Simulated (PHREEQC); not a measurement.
Make-up at 20 °C: 0.49 mol/kgw Na2SO4, 0.057 mol/kgw MgSO4 and 0.44 mol/kgw KBr. Closed to the air; pH follows from the charge balance.

The numbers come from PHREEQC with the Pitzer model, pitzer.dat.

No solid was allowed to form.

Problem. Predict the activity of water, density.

Solution. activity of water 0.967; density 1.098 g/cm³.
